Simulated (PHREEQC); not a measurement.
Solution (25 °C): 0.2 mol CuSO4 and 0.024 mol KCl per kg of water. Closed to the air; pH follows from the charge balance.

Equilibrium calculation in PHREEQC: ion-association model, wateq4f.dat.

Question: The ionic strength comes out as 0.409 mol/kgw. What activity coefficients do HSO4-, K+, CuOH+, Cu2(OH)2+2, KSO4- get?

Answer: HSO4- 0.68, K+ 0.66, CuOH+ 0.67, Cu2(OH)2+2 0.29, KSO4- 0.70.

Precipitation was switched off in this run. The solution is supersaturated, for example in Antlerite, Brochantite, so a real one may precipitate; this is no full list. Species that the database lacks are ignored.
